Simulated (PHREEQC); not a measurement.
Make-up at 25 °C: 0.099 mol KOH, 0.00061 mol H3BO3 and 1.1e-05 mol H4SiO4 per kg of water. Closed to the air; pH follows from the charge balance.

Equilibrium calculation in PHREEQC: ion-association model, phreeqc.dat.

Each row changes one thing in this solution. Precipitation was switched off in this run.

```
case                                            pH  H2SiO4-2 (mol/kgw)  H3SiO4- (mol/kgw)  H3BO3 (mol/kgw)  H4SiO4 (mol/kgw)  SI of Quartz (SiO2)
--------------------------------------  ----------  ------------------  -----------------  ---------------  ----------------  -------------------
as made                                      12.87             5.51e-6            5.48e-6          1.09e-7           3.77e-9                -4.43
H4SiO4 from 1.1e-05 to 5.5e-06 mol/kgw       12.87             2.76e-6            2.74e-6          1.09e-7           1.88e-9                -4.73
temperature from 25 to 5 °C                  13.61             6.10e-6            4.90e-6          2.97e-8        (withheld)                -4.55
diluted 10-fold with water              (withheld)             8.09e-8            1.01e-6          1.09e-7           7.05e-9                -4.17
diluted 100-fold with water                  10.97          (withheld)            1.02e-7          1.07e-7           7.13e-9                -4.17
H4SiO4 from 1.1e-05 to 0.00011 mol/kgw       12.87             5.51e-5            5.49e-5          1.09e-7           3.77e-8                -3.43
temperature from 25 to 40 °C                 12.41             5.08e-6            5.92e-6          2.43e-7           7.31e-9                -4.35
```

### Question
Fill in the missing entries.

### Answer

- temperature from 25 to 5 °C, H4SiO4 (mol/kgw): 1.37e-9
- diluted 10-fold with water, pH: 11.94
- diluted 100-fold with water, H2SiO4-2 (mol/kgw): 7.24e-10

Away from 25 °C the constants follow the database's enthalpies or fits; those with neither stay at their 25 °C values.
